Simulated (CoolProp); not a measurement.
Properties of n-hexane along the isobar 1.01 bar (Tc = 234.7 °C, pc = 30.44 bar, ω = 0.300).

Model: reference Helmholtz-energy equation of state, Thol 2019, in CoolProp.

```json
[
 {"T (°C)": "-64.55", "phase": "liquid", "cv (kJ/(kg K))": "1.525", "Joule-Thomson coefficient (K/MPa)": "-0.5180", "expansivity (1/kK)": "1.153", "viscosity (µPa s)": "976"},
 {"T (°C)": "-48.85", "phase": "liquid", "cv (kJ/(kg K))": "1.549", "Joule-Thomson coefficient (K/MPa)": "-0.5034", "expansivity (1/kK)": "1.179", "viscosity (µPa s)": "739"},
 {"T (°C)": "-33.25", "phase": "liquid", "cv (kJ/(kg K))": "1.581", "Joule-Thomson coefficient (K/MPa)": "-0.4858", "expansivity (1/kK)": "1.210", "viscosity (µPa s)": "585"},
 {"T (°C)": "-17.55", "phase": "liquid", "cv (kJ/(kg K))": "1.620", "Joule-Thomson coefficient (K/MPa)": "-0.4649", "expansivity (1/kK)": "1.248", "viscosity (µPa s)": "476"},
 {"T (°C)": "-1.95", "phase": "liquid", "cv (kJ/(kg K))": "1.665", "Joule-Thomson coefficient (K/MPa)": "-0.4413", "expansivity (1/kK)": "1.292", "viscosity (µPa s)": "395"},
 {"T (°C)": "13.65", "phase": "liquid", "cv (kJ/(kg K))": "1.716", "Joule-Thomson coefficient (K/MPa)": "-0.4148", "expansivity (1/kK)": "1.345", "viscosity (µPa s)": "334"},
 {"T (°C)": "29.35", "phase": "liquid", "cv (kJ/(kg K))": "1.772", "Joule-Thomson coefficient (K/MPa)": "-0.3851", "expansivity (1/kK)": "1.408", "viscosity (µPa s)": "286"},
 {"T (°C)": "44.95", "phase": "liquid", "cv (kJ/(kg K))": "1.830", "Joule-Thomson coefficient (K/MPa)": "-0.3521", "expansivity (1/kK)": "1.482", "viscosity (µPa s)": "247"},
 {"T (°C)": "60.55", "phase": "liquid", "cv (kJ/(kg K))": "1.891", "Joule-Thomson coefficient (K/MPa)": "-0.3147", "expansivity (1/kK)": "1.572", "viscosity (µPa s)": "215"},
 {"T (°C)": "76.25", "phase": "gas", "cv (kJ/(kg K))": "1.817", "Joule-Thomson coefficient (K/MPa)": "29.16", "expansivity (1/kK)": "3.370", "viscosity (µPa s)": "7.29"},
 {"T (°C)": "91.85", "phase": "gas", "cv (kJ/(kg K))": "1.886", "Joule-Thomson coefficient (K/MPa)": "24.65", "expansivity (1/kK)": "3.143", "viscosity (µPa s)": "7.63"},
 {"T (°C)": "107.45", "phase": "gas", "cv (kJ/(kg K))": "1.955", "Joule-Thomson coefficient (K/MPa)": "21.03", "expansivity (1/kK)": "2.952", "viscosity (µPa s)": "7.96"},
 {"T (°C)": "123.15", "phase": "gas", "cv (kJ/(kg K))": "2.024", "Joule-Thomson coefficient (K/MPa)": "18.08", "expansivity (1/kK)": "2.788", "viscosity (µPa s)": "8.30"}
]
```

Viscosity comes from a separate model (Michailidou 2013).
